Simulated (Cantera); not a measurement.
Stirred combustor or abatement burner

A perfectly stirred reactor is fed with 2.21 % CH4, 1.79 % C2H6, 20.2 % O2, 75.8 % N2, at 233 Torr; it is adiabatic with a 375 K inlet, and is followed from long to short residence time, starting on the burning branch (τ in s: 0.22, 0.06, 0.016, 0.0044, 0.0012, 0.00033, 8.8e-05, 2.4e-05, 6.5e-06).

Detailed kinetics in Cantera: GRI-Mech 3.0 (53 species, 325 reactions).

```json
[
 {"τ (s)": "0.22", "T (K)": "1601", "x CH4": "5.62e-6", "x C2H6": "1.18e-6", "x O2": "0.0937", "x NO": "5.62e-6", "x CH2": "2.32e-8", "x C2H4": "2.71e-6"},
 {"τ (s)": "0.060", "T (K)": "1589", "x CH4": "1.29e-5", "x C2H6": "2.69e-6", "x O2": "0.0938", "x NO": "3.95e-6", "x CH2": "7.02e-8", "x C2H4": "4.36e-6"},
 {"τ (s)": "0.016", "T (K)": "1564", "x CH4": "3.17e-5", "x C2H6": "6.43e-6", "x O2": "0.0942", "x NO": "3.15e-6", "x CH2": "2.02e-7", "x C2H4": "6.04e-6"},
 {"τ (s)": "0.0044", "T (K)": "1517", "x CH4": "8.62e-5", "x C2H6": "1.68e-5", "x O2": "0.0957", "x NO": "2.63e-6", "x CH2": "5.25e-7", "x C2H4": "7.97e-6"},
 {"τ (s)": "0.0012", "T (K)": "1422", "x CH4": "0.000363", "x C2H6": "6.77e-5", "x O2": "0.101", "x NO": "1.20e-6", "x CH2": "1.55e-6", "x C2H4": "1.71e-5"},
 {"τ (s)": "0.00033", "T (K)": "375", "x CH4": "0.0221", "x C2H6": "0.0179", "x O2": "0.202", "x NO": "<1e-12", "x CH2": "<1e-12", "x C2H4": "<1e-12"},
 {"τ (s)": "8.8e-5", "T (K)": "375", "x CH4": "0.0221", "x C2H6": "0.0179", "x O2": "0.202", "x NO": "<1e-12", "x CH2": "<1e-12", "x C2H4": "<1e-12"},
 {"τ (s)": "2.4e-5", "T (K)": "375", "x CH4": "0.0221", "x C2H6": "0.0179", "x O2": "0.202", "x NO": "<1e-12", "x CH2": "<1e-12", "x C2H4": "<1e-12"},
 {"τ (s)": "6.5e-6", "T (K)": "375", "x CH4": "0.0221", "x C2H6": "0.0179", "x O2": "0.202", "x NO": "<1e-12", "x CH2": "<1e-12", "x C2H4": "<1e-12"}
]
```
x: mole fraction; the columns are a selection and need not sum to one.
